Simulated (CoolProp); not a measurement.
Vapour-liquid equilibrium of dimethyl ether (1) + R236EA (2) at 0.818 MPa; x and y are mole fractions of (1).

Values from CoolProp's multi-fluid Helmholtz-energy mixture model, Wu 2011 and Rui 2013; pair parameters Bell 2016.

```
x     bubble temperature (K)  y at the bubble point  dew temperature at overall composition x (K)  liquid density (mol/L)
----  ----------------------  ---------------------  --------------------------------------------  ----------------------
0.05                   344.7                  0.054                                         344.7                   8.477
0.15                   344.0                  0.170                                         344.2                   8.893
0.25                   342.8                  0.297                                         343.4                   9.342
0.35                   340.9                  0.435                                         342.2                   9.832
0.45                   337.8                  0.576                                         340.6                   10.37
0.55                   333.7                  0.709                                         338.5                   10.95
0.65                   328.5                  0.822                                         335.7                   11.59
0.75                   322.8                  0.907                                         332.1                   12.26
0.85                   317.1                  0.961                                         326.9                   12.94
0.95                   312.0                  0.991                                         318.4                   13.61
```

No azeotrope shows between x = 0.05 and 0.95.

Pair parameters are fitted to limited data, so mixtures are less certain than the pure fluids.
